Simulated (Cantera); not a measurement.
Moist CO burnout

An isothermal, constant-pressure homogeneous reactor starts with CO : O2 : H2O : N2 = 0.0083 : 0.0061 : 0.0039 : 1 (molar parts), equivalence ratio 0.68, at 1000 K and 2.70 bar.

Detailed kinetics in Cantera: GRI-Mech 3.0 (53 species, 325 reactions).

```csv
t (s),x CO,x O2,x H2O,x O,x NO2,x OH,x NO
0.000300,0.00815,0.00599,0.00383,3.74e-11,<1e-12,<1e-12,<1e-12
0.000823,0.00815,0.00599,0.00383,8.48e-11,<1e-12,1.51e-12,<1e-12
0.00226,0.00815,0.00599,0.00383,1.52e-10,<1e-12,3.41e-12,<1e-12
0.00620,0.00815,0.00599,0.00383,2.23e-10,<1e-12,7.97e-12,<1e-12
0.0170,0.00815,0.00599,0.00383,4.59e-10,<1e-12,2.78e-11,<1e-12
0.0468,0.00815,0.00599,0.00383,3.20e-9,<1e-12,2.63e-10,<1e-12
0.128,0.00812,0.00597,0.00383,8.12e-8,<1e-12,1.12e-8,<1e-12
0.352,0.00782,0.00583,0.00382,1.06e-7,4.83e-12,1.76e-8,4.13e-12
0.967,0.00695,0.00540,0.00381,1.06e-7,4.56e-11,2.01e-8,3.82e-11
2.65,0.00490,0.00438,0.00381,8.93e-8,3.23e-10,2.16e-8,2.66e-10
7.29,0.00199,0.00292,0.00383,5.04e-8,1.59e-9,2.05e-8,1.09e-9
20.0,0.000286,0.00207,0.00384,1.09e-8,4.69e-9,1.53e-8,1.42e-9
```
x: mole fraction; the columns are a selection and need not sum to one.

Equilibrium at this temperature and pressure: CO 6.96e-12, O2 0.00192, H2O 0.00385, O 4.22e-12, NO2 2.84e-8, OH 5.46e-9, NO 3.37e-6 (gas phase only).
